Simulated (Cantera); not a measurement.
## Thermodynamics of abatement and gas-phase synthesis, feed SO₂ + H₂ + O₂

Input: 1 mol SO₂, 0.29 mol H₂, 0.05 mol O₂, equilibrated at 37.0 mbar.

These are equilibrium values from Cantera (NASA tables, ideal gas, pure condensed phases), not measurements of a reactor. Candidate condensed phases: H₂O, H₂SO₄, S; 34 gas species. Ions and electrons are included (thermal ionisation). Rates play no part.

```json
[
 {"T (K)": "3000", "log p O": "-2.21", "log p S": "-2.68", "log p SO": "-2.05", "log p SO₂": "-2.11", "log p H": "-2.32", "log p O₂": "-2.52", "log p OH": "-2.71", "log p H₂O": "-2.94", "log p H₂": "-3.03"},
 {"T (K)": "3500", "log p O": "-1.76", "log p S": "-2.13", "log p SO": "-2.40", "log p SO₂": "-3.40", "log p H": "-2.22", "log p O₂": "-2.91", "log p OH": "-3.29", "log p H₂O": "-4.71", "log p H₂": "-3.97"},
 {"T (K)": "4000", "log p O": "-1.69", "log p S": "-2.02", "log p SO": "-3.21", "log p SO₂": "-5.18", "log p H": "-2.23", "log p O₂": "-3.72", "log p OH": "-4.07", "log p H₂O": "-6.48", "log p H₂": "-4.87"},
 {"T (K)": "4500", "log p O": "-1.68", "log p S": "-2.00", "log p SO": "-3.96", "log p SO₂": "-6.74", "log p H": "-2.23", "log p O₂": "-4.45", "log p OH": "-4.73", "log p H₂O": "-7.88", "log p H₂": "-5.55"},
 {"T (K)": "5000", "log p O": "-1.68", "log p S": "-2.00", "log p SO": "-4.59", "log p SO₂": "-8.01", "log p H": "-2.23", "log p O₂": "-5.04", "log p OH": "-5.26", "log p H₂O": "-9.02", "log p H₂": "-6.09"}
]
```
log p: log10 of the partial pressure in bar; nothing condenses.

From 3000 K to 5000 K nothing is condensed.
